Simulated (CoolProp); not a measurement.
Values from CoolProp's reference Helmholtz-energy equation of state, Lemmon 2006. It is a short technical equation, of lower accuracy than the large ones.

Problem. For nitrous oxide, give the phase and the Z, cp (kJ/(kg K)), speed of sound (m/s), fugacity coefficient at 356.9 K and 3.71 MPa; 365.1 K and 3.71 MPa.

Solution. 
- 356.9 K and 3.71 MPa: gas; Z 0.882, cp 1.11, speed of sound 272, fugacity coefficient 0.892
- 365.1 K and 3.71 MPa: gas; Z 0.892, cp 1.10, speed of sound 277, fugacity coefficient 0.900
